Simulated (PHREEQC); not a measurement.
A solution holds 0.023 mol ZnSO4, 0.79 mol NaCl and 0.0063 mol FeSO4 per kg of water, at 20 °C. Closed to the air; pH follows from the charge balance.

All values are PHREEQC results (ion-association model, phreeqc.dat), not measurements.

Each row changes one thing in this solution. No solid was allowed to form.

| case | pH | ionic strength (mol/kgw) | SO4-2 (mol/kgw) | Zn+2 (mol/kgw) | NaSO4- (mol/kgw) | ZnCl+ (mol/kgw) | SI of Halite (NaCl) |
|---|---|---|---|---|---|---|---|
| as made | 5.33 | 0.859 | 0.0163 | 0.0142 | 0.0112 | 0.00431 | -2.13 |
| ZnSO4 from 0.023 to 0.0253 mol/kgw | 5.32 | 0.864 | 0.0175 | 0.0156 | 0.0120 | 0.00471 | -2.13 |
| FeSO4 left out | 5.32 | 0.842 | 0.0129 | 0.0144 | 0.00893 | 0.00438 | -2.13 |
| ZnSO4 from 0.023 to 0.0046 mol/kgw | 5.63 | 0.818 | 0.00624 | 0.00291 | 0.00439 | 0.000908 | -2.12 |
| temperature from 20 to 55 °C | 5.41 | 0.841 | 0.0158 | 0.00706 | 0.0121 | 0.00794 | -2.19 |

The ionic strength passes 0.7 mol/kgw, the rough limit of the ion-association models, in every such run. At this temperature some constants are extrapolated from 25 °C, and those without enthalpy data are left unchanged.
